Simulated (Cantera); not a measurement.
**Thermodynamics of chemical vapour transport, feed Fe2O3 + HCl**

Feed: 1 mol Fe2O3, 0.11 mol HCl, held at 3.70 bar.

These are equilibrium values from Cantera (NASA tables, ideal gas, pure condensed phases), not measurements of a reactor. Candidate condensed phases: Fe, FeCl2, FeCl3, FeO, Fe(OH)2, Fe(OH)3, Fe2O3, Fe3O4, H2O; 22 gas species. Mutual solubility and eutectic melting of coexisting phases are not modelled. Equilibrium is a limit: real reactors are often held back by kinetics, nucleation or transport.

```json
[
 {"T (K)": "1050", "log p HCl": "0.50", "log p H2O": "-0.48", "log p FeCl2": "-1.90", "log p FeCl3": "-0.80", "log p O2": "-6.02", "log p Cl2": "-2.15", "n Fe2O3(s)": "0.997", "n Fe3O4(s)": "0"},
 {"T (K)": "1125", "log p HCl": "0.49", "log p H2O": "-0.43", "log p FeCl2": "-1.59", "log p FeCl3": "-0.71", "log p O2": "-4.92", "log p Cl2": "-1.86", "n Fe2O3(s)": "0.996", "n Fe3O4(s)": "0"},
 {"T (K)": "1200", "log p HCl": "0.48", "log p H2O": "-0.39", "log p FeCl2": "-1.34", "log p FeCl3": "-0.67", "log p O2": "-3.97", "log p Cl2": "-1.63", "n Fe2O3(s)": "0.996", "n Fe3O4(s)": "0"},
 {"T (K)": "1275", "log p HCl": "0.46", "log p H2O": "-0.34", "log p FeCl2": "-1.13", "log p FeCl3": "-0.65", "log p O2": "-3.15", "log p Cl2": "-1.45", "n Fe2O3(s)": "0.996", "n Fe3O4(s)": "0"},
 {"T (K)": "1350", "log p HCl": "0.45", "log p H2O": "-0.30", "log p FeCl2": "-0.95", "log p FeCl3": "-0.65", "log p O2": "-2.46", "log p Cl2": "-1.31", "n Fe2O3(s)": "0.995", "n Fe3O4(s)": "0"},
 {"T (K)": "1425", "log p HCl": "0.43", "log p H2O": "-0.26", "log p FeCl2": "-0.78", "log p FeCl3": "-0.67", "log p O2": "-1.92", "log p Cl2": "-1.24", "n Fe2O3(s)": "0.994", "n Fe3O4(s)": "0"},
 {"T (K)": "1500", "log p HCl": "0.41", "log p H2O": "-0.22", "log p FeCl2": "-0.62", "log p FeCl3": "-0.71", "log p O2": "-1.53", "log p Cl2": "-1.24", "n Fe2O3(s)": "0.994", "n Fe3O4(s)": "0"},
 {"T (K)": "1575", "log p HCl": "0.38", "log p H2O": "-0.18", "log p FeCl2": "-0.47", "log p FeCl3": "-0.77", "log p O2": "-1.26", "log p Cl2": "-1.29", "n Fe2O3(s)": "0.992", "n Fe3O4(s)": "0"},
 {"T (K)": "1650", "log p HCl": "0.34", "log p H2O": "-0.16", "log p FeCl2": "-0.40", "log p FeCl3": "-0.84", "log p O2": "-0.80", "log p Cl2": "-1.25", "n Fe2O3(s)": "0.974", "n Fe3O4(s)": "0.0115"}
]
```
log p: log10 of the partial pressure in bar; n: condensed amount in mol.

From 1050 K to 1575 K the condensed part is Fe2O3(s). At 1650 K the condensed part is Fe2O3(s) + Fe3O4(s). The main Fe-bearing gas is FeCl3 at 1050 K and FeCl2 at 1650 K.
